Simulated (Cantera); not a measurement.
A counterflow diffusion flame at 79000 Pa, nozzles 20 mm apart: fuel side 50.0 % C3H8, 50.0 % N2 at 373 K, oxidiser side 19.0 % O2, 81.0 % N2 at 348 K, fuel mass flux 1.1 times the oxidiser's; mixture-averaged transport, no radiation.

Computed with Cantera and GRI-Mech 3.0 (53 species, 325 reactions). GRI-Mech 3.0 was tuned for natural gas; its chemistry of propane as a main component is partial and can be far from experiment. GRI-Mech 3.0 has no aromatics or soot, which form on the fuel side of real flames. The maximum strain rate includes the flame's own expansion and is several times the mean. A flux with no burning solution from the previous one only brackets extinction.

x: mole fraction; the columns are a selection and need not sum to one.

```csv
oxidiser flux (kg/m²/s),max strain (1/s),mean strain (1/s),T max (K),peak x OH,peak x H,peak x NO,peak x CO,peak x C2H2
0.2,151,24.7,1842,0.00428,0.00327,0.000142,0.0447,0.0226
0.26,[?],32.1,1826,0.00422,0.00340,0.000131,0.0451,0.0213
0.33,233,40.8,1811,0.00413,0.00350,0.000119,0.0455,0.0200
0.43,294,53.1,1794,0.00402,0.00359,0.000105,0.0460,0.0185
0.56,372,69.2,1777,0.00390,0.00367,9.08e-5,0.0469,0.0170
0.73,473,90.2,1757,0.00372,0.00369,7.46e-5,0.0479,0.0153
0.95,[?],117,1732,0.00347,0.00363,[?],0.0493,[?]
1.2,742,148,1705,0.00318,0.00349,4.09e-5,0.0508,0.0111
1.6,958,198,1652,0.00259,0.00302,1.99e-5,0.0533,0.00757
```

### Question
Fill in the missing entries.

### Answer

- 0.26, max strain (1/s): 189
- 0.95, max strain (1/s): 600
- 0.95, peak x NO: 5.70e-5
- 0.95, peak x C2H2: 0.0132
